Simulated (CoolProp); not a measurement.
The fluid at 341.63 K and 0.115 MPa expands adiabatically to 0.0672 MPa with isentropic efficiency 0.8. The same conditions are run with several fluids, on thermodynamics alone (safety and materials aside).

The numbers come from the reference Helmholtz-energy equation of state of each fluid (R365MFC: Lemmon 2016; normal hydrogen: Leachman 2009; R152A: Outcalt 1996; ethylene: Smukala 2000; carbon dioxide: Span 1996) in CoolProp.

```
fluid            work (kJ/kg)  final temperature (K)  final density (kg/m³)
---------------  ------------  ---------------------  ---------------------
R365MFC                  7.88                  333.2             (withheld)
normal hydrogen           562             (withheld)             (withheld)
R152A                    17.7                  324.9                   1.66
ethylene           (withheld)                  316.1                  0.720
carbon dioxide           26.1                  311.5                   1.15
```

Task: Complete the blanks.

Result: 
- R365MFC, final density (kg/m³): 3.68
- normal hydrogen, final temperature (K): 302.6
- normal hydrogen, final density (kg/m³): 0.0538
- ethylene, work (kJ/kg): 41.3
